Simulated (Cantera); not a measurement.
**MgO + CH4 + H2 (carbothermic reduction)**

A closed system holds: 1 mol MgO, 1.1 mol CH4, 4.4 mol H2.

Equilibrium computed with Cantera from the NASA thermochemical tables; the gas is ideal and each condensed phase is pure. Candidate condensed phases: C, C6H6, C7H8, C8H18, H2O, Mg, MgCO3, MgO, Mg(OH)2; 116 gas species. The numbers say what is thermodynamically allowed, not how fast it happens.

Stable condensed phases:

```
T in K \ P in Pa
              10      36     130     460    1700    6000   22000   77000  280000 1000000
   2173        A       A       A       A       A       A       A       A       A       A
   2123        A       A       A       A       A       A       A       A       A       B
   2073        A       A       A       A       A       A       A       A       A       B
   2023        A       A       A       A       A       A       A       A       A       B
   1973        A       A       A       A       A       A       A       A       B       B
   1923        A       A       A       A       A       A       A       A       B       B
   1873        A       A       A       A       A       A       A       A       B       B
   1823        A       A       A       A       A       A       A       B       B       B
   1773        A       A       A       A       A       A       A       B       B       B
   1723        A       A       A       A       A       A       B       B       B       B
   1673        A       A       A       A       A       A       B       B       B       B
   1623        A       A       A       A       A       B       B       B       B       B
```

A: C; B: C + MgO.
